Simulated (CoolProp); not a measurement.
Computed with CoolProp (reference Helmholtz-energy equation of state, Schmidt 1985). Above 300 K oxygen's equation is extrapolated.

Q: For oxygen, give the phase and the cp (kJ/(kg K)) at 319.3 K and 0.644 MPa.

A: 
- 319.3 K and 0.644 MPa: gas; cp 0.930
